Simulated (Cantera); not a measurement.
Feed: 1 mol Fe, 2.7 mol CO2, 16 mol CO, equilibrated at 1500 K and 0.00210 bar.

Equilibrium computed with Cantera from the NASA thermochemical tables; the gas is ideal and each condensed phase is pure. Candidate condensed phases: C, Fe, Fe(CO)5, FeO, Fe2O3, Fe3O4; 15 gas species. Mutual solubility and eutectic melting of coexisting phases are not modelled. The tables' stoichiometric FeO is somewhat more stable than real wüstite, so its field is too wide. FeO: taken at fixed stoichiometry. Rates play no part.

Base state: CO 0.861, CO2 0.139, Fe 7.14e-5 (mole fractions); condensed: Fe(γ) + FeO(s).

**Question.** What changes in the equilibrium state with this change: temperature from 1500 K to 1723.15 K?

**Answer.** 
| species | before | after |
|---|---|---|
| CO | 0.861 | 0.879 |
| CO2 | 0.139 | 0.117 |
| Fe | 7.14e-5 | 0.00436 |
| FeO | 1.19e-7 | 1.87e-5 |
| Fe(γ), mol | 0.902 | 0 |
| FeO(s), mol | 0.0964 | 0 |
| Fe(δ), mol | 0 | 0.408 |
| FeO(l), mol | 0 | 0.510 |

**Question.** What changes in the equilibrium state with this change: temperature from 1500 K to 1950 K?

**Answer.** 
```csv
species,before,after
CO,0.861,0.813
CO2,0.139,0.136
Fe,7.14e-5,0.0501
O,1.53e-9,3.11e-5
FeO,1.19e-7,0.000652
"Fe(γ), mol",0.902,0
"FeO(s), mol",0.0964,0
```
